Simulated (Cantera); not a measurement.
An isothermal, constant-pressure homogeneous reactor starts with CO : O2 : H2O : N2 = 0.0024 : 0.0028 : 0.078 : 1 (molar parts), equivalence ratio 0.43, at 1225 K and 3.00 bar.

Detailed kinetics in Cantera: GRI-Mech 3.0 (53 species, 325 reactions).

x: mole fraction; the columns are a selection and need not sum to one.

| t (s) | x CO | x O2 | x H2O | x NO2 | x H2 | x CO2 |
|---|---|---|---|---|---|---|
| 4.00e-5 | 0.00222 | 0.00258 | 0.0720 | <1e-12 | 5.73e-12 | 6.88e-11 |
| 8.66e-5 | 0.00222 | 0.00258 | 0.0720 | <1e-12 | 4.97e-11 | 2.25e-10 |
| 0.000188 | 0.00222 | 0.00258 | 0.0720 | <1e-12 | 3.55e-10 | 9.33e-10 |
| 0.000406 | 0.00222 | 0.00258 | 0.0720 | <1e-12 | 2.48e-9 | 5.03e-9 |
| 0.000880 | 0.00222 | 0.00258 | 0.0720 | <1e-12 | 2.45e-8 | 4.45e-8 |
| 0.00191 | 0.00221 | 0.00258 | 0.0720 | <1e-12 | 8.89e-7 | 1.57e-6 |
| 0.00413 | 0.00190 | 0.00249 | 0.0719 | <1e-12 | 0.000138 | 0.000314 |
| 0.00894 | 0.000490 | 0.00180 | 0.0719 | 2.10e-11 | 0.000160 | 0.00173 |
| 0.0194 | 0.000105 | 0.00155 | 0.0720 | 7.29e-11 | 4.87e-5 | 0.00211 |
| 0.0420 | 2.23e-5 | 0.00149 | 0.0721 | 1.29e-10 | 1.25e-5 | 0.00220 |
| 0.0909 | 3.38e-6 | 0.00148 | 0.0721 | 1.08e-10 | 2.29e-6 | 0.00221 |
| 0.197 | 3.06e-7 | 0.00148 | 0.0721 | 4.01e-11 | 3.15e-7 | 0.00222 |
| 0.426 | 1.59e-8 | 0.00148 | 0.0721 | 1.39e-11 | 6.05e-8 | 0.00222 |
| 0.923 | … | 0.00148 | 0.0721 | 9.87e-12 | … | 0.00222 |
| 2.00 | … | 0.00148 | 0.0721 | 9.50e-12 | … | 0.00222 |

**Question.** Fill in the missing entries.

**Answer.** 
- 0.923, x CO: 1.59e-9
- 0.923, x H2: 2.97e-8
- 2.00, x CO: 1.10e-9
- 2.00, x H2: 2.40e-8
